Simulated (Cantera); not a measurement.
What does this Cantera script print?

```python
import numpy as np
import cantera as ct

gas = ct.Solution("gri30.yaml", transport_model="multicomponent")
show = ['H2O', 'NH3', 'O']

rows = []
print(f"{'T/K':>7s}{'rho':>11s}{'cp':>10s}{'mu':>11s}{'lambda':>11s}{'Pr':>7s}" + "".join(f"{'D_' + s:>11s}" for s in show))
for T in [400, 600, 800, 1000, 1200, 1400, 1600, 1800, 2000]:
    gas.TPX = T, 5200, {'NH3': 0.11, 'H2': 0.098, 'CH3OH': 0.95, 'C3H8': 0.43}
    Pr = gas.cp_mass * gas.viscosity / gas.thermal_conductivity
    D = [gas.mix_diff_coeffs_mole[gas.species_index(s)] for s in show]
    rows.append([gas.density, gas.cp_mass, gas.viscosity, gas.thermal_conductivity, Pr, *D])
    print(f"{T:7g}{gas.density:11.4e}{gas.cp_mass:10.1f}{gas.viscosity:11.4e}"
          f"{gas.thermal_conductivity:11.4e}{Pr:7.3f}" + "".join(f"{d:11.4e}" for d in D))
print("SI units: kg/m3, J/kg/K, Pa s, W/m/K, m2/s")
```

Output:

```
    T/K        rho        cp         mu     lambda     Pr      D_H2O      D_NH3        D_O
    400 5.0680e-02    1873.1 1.2462e-05 3.4302e-02  0.680 5.1715e-04 4.9312e-04 7.8411e-04
    600 3.3787e-02    2470.0 1.8348e-05 6.3643e-02  0.712 1.1549e-03 1.0925e-03 1.6144e-03
    800 2.5340e-02    2932.6 2.3651e-05 9.5369e-02  0.727 2.0023e-03 1.8817e-03 2.6569e-03
   1000 2.0272e-02    3291.7 2.8442e-05 1.2740e-01  0.735 3.0314e-03 2.8350e-03 3.8877e-03
   1200 1.6893e-02    3553.8 3.2817e-05 1.5806e-01  0.738 4.2225e-03 3.9346e-03 5.2908e-03
   1400 1.4480e-02    3766.2 3.6859e-05 1.8774e-01  0.739 5.5617e-03 5.1678e-03 6.8546e-03
   1600 1.2670e-02    3936.7 4.0631e-05 2.1614e-01  0.740 7.0382e-03 6.5255e-03 8.5703e-03
   1800 1.1262e-02    4072.7 4.4185e-05 2.4316e-01  0.740 8.6439e-03 8.0006e-03 1.0431e-02
   2000 1.0136e-02    4180.6 4.7562e-05 2.6878e-01  0.740 1.0373e-02 9.5875e-03 1.2431e-02
SI units: kg/m3, J/kg/K, Pa s, W/m/K, m2/s
```

Computed with Cantera and GRI-Mech 3.0 (53 species, 325 reactions). Polar gases are described roughly by these parameters. The composition is frozen, though it would react at the higher temperatures.
